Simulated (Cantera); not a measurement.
Charge: 1 mol Si, 8.7 mol F₂, 70 mol N₂, equilibrated at 75.0 Torr.

Method: chemical equilibrium by Gibbs-energy minimisation in Cantera with the NASA 1993 tables (ideal gas, pure condensed phases). Candidate condensed phases: Si, Si₃N₄; 16 gas species. Kinetics and transport are ignored. All values below are at 1373 K.

Base state: N₂ 0.830, F 0.157, SiF₄ 0.0119, F₂ 0.00114 (mole fractions); condensed: gas only.

Problem. What changes in the equilibrium state with this change: F₂ from 8.7 to 4.8 mol?

Solution. 
```json
[
 {"species": "N₂", "before": "0.830", "after": "0.914"},
 {"species": "F", "before": "0.157", "after": "0.0726"},
 {"species": "SiF₄", "before": "0.0119", "after": "0.0131"},
 {"species": "F₂", "before": "0.00114", "after": "0.000245"}
]
```
